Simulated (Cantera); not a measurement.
# Equilibrium for silicon carbide growth: CH₃SiCl₃ + H₂

Input: 1 mol CH₃SiCl₃, 53 mol H₂, equilibrated at 1525 °C and 17.0 mbar.

Method: chemical equilibrium by Gibbs-energy minimisation in Cantera with the NASA 1993 tables (ideal gas, pure condensed phases). Candidate condensed phases: C, C₆H₆, C₇H₈, C₈H₁₈, Si, SiC; 109 gas species. The feed counts by its element totals alone. Kinetics and transport are ignored.

| Quantity | Result |
|---|---|
| x(H₂) | 0.944 |
| x(HCl) | 0.0529 |
| x(H) | 0.00262 |
| x(SiCl₂) | 0.000250 |
| x(C₂H₂ (acetylene)) | 0.000125 |
| x(Cl) | 0.000113 |
| x(CH₄) | 1.03e-5 |
| x(Si) | 4.94e-6 |
| x(SiCl) | 3.07e-6 |
| n(SiC(s)) | 0.985 mol |
| gas amount | 56.08 mol |
| log10 activity of C(graphite) (absent) | -0.06 |
| log10 activity of Si(l) (absent) | -1.56 |
